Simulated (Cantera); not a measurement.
# Moist CO burnout

An isothermal, constant-pressure homogeneous reactor starts with 0.352 % CO, 4.00 % O2, 0.295 % H2O, 95.2 % N2, 0.124 % CH4, equivalence ratio 0.11, at 1173 K and 980000 Pa.

Computed with Cantera and GRI-Mech 3.0 (53 species, 325 reactions).

```tsv
t (s)	x CO	x O2	x H2O	x CO2	x H	x O	x H2
1.00e-5	0.00352	0.0400	0.00295	4.80e-10	3.34e-12	2.50e-10	1.18e-12
3.51e-5	0.00352	0.0400	0.00295	1.94e-9	6.98e-12	3.61e-10	1.23e-11
0.000123	0.00352	0.0400	0.00295	7.95e-9	1.19e-11	4.08e-10	7.81e-11
0.000433	0.00352	0.0400	0.00295	3.91e-8	3.34e-11	5.92e-10	6.25e-10
0.00152	0.00352	0.0400	0.00295	3.63e-7	2.15e-10	1.93e-9	1.04e-8
0.00534	0.00351	0.0400	0.00298	1.38e-5	8.82e-9	3.69e-8	1.02e-6
0.0187	0.00318	0.0375	0.00528	0.00152	3.43e-8	5.30e-7	2.72e-5
0.0658	0.00162	0.0366	0.00543	0.00315	8.39e-9	3.28e-7	1.82e-6
0.231	0.000347	0.0360	0.00544	0.00442	1.30e-9	7.40e-8	3.01e-7
0.811	1.98e-5	0.0358	0.00544	0.00475	6.06e-11	4.97e-9	1.88e-8
2.85	1.33e-9	0.0358	0.00544	0.00477	<1e-12	1.04e-9	6.71e-11
10.0	7.38e-11	0.0358	0.00544	0.00477	<1e-12	8.50e-10	6.61e-11
```
x: mole fraction; the columns are a selection and need not sum to one.

Equilibrium at this temperature and pressure: CO 7.38e-11, O2 0.0358, H2O 0.00544, CO2 0.00477, H <1e-12, O 8.50e-10, H2 6.61e-11 (gas phase only).
